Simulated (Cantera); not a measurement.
What does this Cantera script print?

```python
import numpy as np
import cantera as ct

gas = ct.Solution("gri30.yaml")
gas.TPX = 1875, 2400, {'CH4': 0.037, 'H2': 1, 'H': 0.0093}
inlet = ct.Reservoir(gas, clone=True)

reactor = ct.IdealGasConstPressureReactor(gas, energy="off", clone=False)
exhaust = ct.Reservoir(gas, clone=True)
tau = [12, 2.9, 0.7, 0.17, 0.041, 0.0098, 0.0024, 0.00057][0]
for a, b in ((inlet, reactor), (reactor, exhaust)):
    ct.MassFlowController(a, b, mdot=lambda t: reactor.mass / tau)
net = ct.ReactorNet([reactor])
show = ['CH4', 'H2', 'H', 'C2H', 'CH2']

rows = []
print(f"{'tau/s':>10s}{'T/K':>9s}" + "".join(f"{s:>11s}" for s in show))
for tau in [12, 2.9, 0.7, 0.17, 0.041, 0.0098, 0.0024, 0.00057]:
    net.initial_time = 0.0
    net.advance(30 * tau)
    before = gas.X
    net.advance(40 * tau)
    drift = np.max(np.abs(gas.X - before) / (gas.X + 1e-9))
    rows.append([gas.T, *gas[show].X, drift])
    print(f"{tau:10.3e}{gas.T:9.1f}" + "".join(f"{x:11.3e}" for x in gas[show].X))
```

Result:

```
     tau/s      T/K        CH4         H2          H        C2H        CH2
 1.200e+01   1875.0  1.391e-03  9.780e-01  4.096e-03  8.135e-07  5.677e-07
 2.900e+00   1875.0  2.869e-03  9.773e-01  3.958e-03  7.495e-07  1.070e-06
 7.000e-01   1875.0  5.884e-03  9.758e-01  3.757e-03  6.410e-07  1.901e-06
 1.700e-01   1875.0  1.136e-02  9.730e-01  3.562e-03  4.858e-07  3.106e-06
 4.100e-02   1875.0  1.900e-02  9.688e-01  3.527e-03  3.103e-07  4.707e-06
 9.800e-03   1875.0  2.574e-02  9.647e-01  3.840e-03  1.670e-07  6.925e-06
 2.400e-03   1875.0  2.948e-02  9.618e-01  4.464e-03  7.417e-08  9.776e-06
 5.700e-04   1875.0  3.117e-02  9.601e-01  5.074e-03  2.006e-08  1.205e-05
```

Computed with Cantera and GRI-Mech 3.0 (53 species, 325 reactions). GRI-Mech 3.0 stops at C3 and has no aromatics, soot or wall deposition, so with more carbon than oxygen in the feed, carbon stays in small species such as C2H2 where larger ones or solid carbon would form. Radical loss at walls, strong at low pressure, is not modelled.
